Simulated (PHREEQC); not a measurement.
**Acid mine or pickling water: an equilibrium model**

Synthetic water in mmol/kgw, 25 °C, pH 2.8:

```csv
constituent,mmol/kgw
Na,57.6
K,7.18e-05
Ca,23.9
Mg,15.6
Cl,33.9
S(6),53.3
Br,0.689
```

Cl is adjusted to close the charge balance.
Valence states are taken as typed.

Equilibrium calculation in PHREEQC: Pitzer model, pitzer.dat.

Each row changes one thing in this solution. This is a speciation only: nothing precipitates in the calculation.

| case | HSO4- (mol/kgw) | SI of Gypsum (CaSO4:2H2O) | SI of Epsomite (MgSO4:7H2O) |
|---|---|---|---|
| as made | 0.00200 | +0.28 | -2.59 |
| Br from 0.689 to 1.38 mmol/kgw | 0.00200 | +0.28 | -2.59 |
| temperature from 25 to 35 °C at the same typed pH | [?] | [?] | -2.68 |

What belongs in the gaps?


- temperature from 25 to 35 °C at the same typed pH, HSO4- (mol/kgw): 0.00256
- temperature from 25 to 35 °C at the same typed pH, SI of Gypsum (CaSO4:2H2O): +0.26

Complexes and solids missing from the database can't appear. Some of these states are supersaturated (in Gypsum, for instance).
